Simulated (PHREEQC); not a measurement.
## City or well water: an equilibrium model

Synthetic water in mmol/kgw, 20 °C, pH 6.91, pe 11.9:

```
constituent           mmol/kgw
--------------------  --------
Na                         0.3
K                       0.0107
Ca                       0.391
Mg                       0.247
Cl                       0.634
S(6)                     0.118
Alkalinity (meq/kgw)      0.71
Si                      0.0157
B                      0.00862
Cd                     0.00129
Br                    0.000841
```

Valence states are taken as typed.

All values are PHREEQC results (ion-association model, phreeqc.dat), not measurements.

```
Item                           Result
--------------------  ---------------
ionic strength        0.00230 mol/kgw
specific conductance        155 µS/cm
charge-balance error            0.3 %
```

```json
[
 {"species": "HCO3-", "molality": "0.000705", "activity": "0.000669", "log γ": "-0.022"},
 {"species": "Cl-", "molality": "0.000634", "activity": "0.000601", "log γ": "-0.023"},
 {"species": "Ca+2", "molality": "0.000384", "activity": "0.000312", "log γ": "-0.090"},
 {"species": "Na+", "molality": "0.000300", "activity": "0.000285", "log γ": "-0.023"},
 {"species": "Mg+2", "molality": "0.000242", "activity": "0.000197", "log γ": "-0.089"},
 {"species": "CO2", "molality": "0.000198", "activity": "0.000198", "log γ": "0.000"},
 {"species": "SO4-2", "molality": "0.000110", "activity": "8.90e-5", "log γ": "-0.090"},
 {"species": "H4SiO4", "molality": "1.57e-5", "activity": "1.57e-5", "log γ": "0.000"},
 {"species": "K+", "molality": "1.07e-5", "activity": "1.01e-5", "log γ": "-0.023"},
 {"species": "H3BO3", "molality": "8.58e-6", "activity": "8.59e-6", "log γ": "0.000"},
 {"species": "CaSO4", "molality": "4.75e-6", "activity": "4.75e-6", "log γ": "0.000"},
 {"species": "MgSO4", "molality": "3.60e-6", "activity": "3.61e-6", "log γ": "0.000"},
 {"species": "CaHCO3+", "molality": "2.58e-6", "activity": "2.45e-6", "log γ": "-0.022"},
 {"species": "MgHCO3+", "molality": "1.59e-6", "activity": "1.51e-6", "log γ": "-0.023"},
 {"species": "Cd+2", "molality": "1.19e-6", "activity": "9.62e-7", "log γ": "-0.091"}
]
```

This is a speciation only: nothing precipitates in the calculation. Species that the database lacks are ignored.
